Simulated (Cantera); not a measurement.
Input (Python, Cantera) and output of one run.

```python
import numpy as np
import cantera as ct

gas_names = """
    Br Br2 N N2 Si SiBr SiBr2 SiBr3 SiBr4 SiN Si2 Si2N Si3
""".split()
cond_names = """
    Br2(cr) Br2(L) Si(cr) Si(L) Si3N4(a)
""".split()


# ... load() reads the species with a 1 bar reference pressure and builds the phases ...
atoms = {
    'Si': {'Si': 1},
    'Br2': {'Br': 2},
    'N2': {'N': 2},
}
top_T = {'Si3N4(a)': 2400}  # K; cautious upper limits of use, not melting points


# ... equilibrate(T, P, feed) seeds the gas with the atoms and calls Mixture.equilibrate('TP', solver="vcs", rtol=1e-11, max_steps=5000) ...
results = []
feed = {'Si': 1, 'Br2': 7.9, 'N2': 49}  # mol
P = 9800  # Pa
for T in [498, 598, 698, 798, 898, 998, 1098, 1198, 1298, 1398, 1498, 1598, 1698]:
    mix = equilibrate(T, P, feed)
    results.append((T, P, feed, dict(zip(mix.species_names, mix.species_moles))))

top = {s: max(r[3][s] / sum(r[3][g] for g in gas_names) for r in results) for s in gas_names}
cols = sorted((s for s in top if top[s] > 1e-06), key=lambda s: -top[s])[:5]
seen = [c for c in cond_names if any(r[3].get(c, 0) > 1e-12 for r in results)]
print("log10 of partial pressures in bar; condensed amounts in mol")
print(f"{'T/K':>10s}" + "".join(f"{s[:9]:>10s}" for s in cols + seen))
for T, P, feed, n in results:
    ng = sum(n[g] for g in gas_names)
    print(f"{T:10.4g}" + "".join(f"{np.log10(max(n[s] / ng * P / 1e5, 1e-99)):10.3f}" for s in cols)
          + "".join(f"{n.get(c, 0):10.4g}" for c in seen))
```

Result:

```
log10 of partial pressures in bar; condensed amounts in mol
       T/K        N2        Br       Br2     SiBr4     SiBr2
       498    -1.066    -8.358    -1.985    -2.756   -33.205
       598    -1.066    -6.657    -1.985    -2.756   -26.333
       698    -1.066    -5.441    -1.985    -2.756   -21.443
       798    -1.066    -4.527    -1.986    -2.756   -17.788
       898    -1.066    -3.817    -1.989    -2.757   -14.954
       998    -1.067    -3.251    -1.999    -2.757   -12.687
      1098    -1.070    -2.796    -2.024    -2.760   -10.823
      1198    -1.074    -2.434    -2.081    -2.764    -9.242
      1298    -1.082    -2.156    -2.188    -2.772    -7.852
      1398    -1.091    -1.960    -2.368    -2.782    -6.581
      1498    -1.099    -1.841    -2.624    -2.796    -5.386
      1598    -1.105    -1.776    -2.930    -2.831    -4.285
      1698    -1.111    -1.735    -3.231    -2.997    -3.419
```

These are equilibrium values from Cantera (NASA tables, ideal gas, pure condensed phases), not measurements of a reactor. The tables' values for SiBr3 are old estimates; treat these amounts as uncertain.
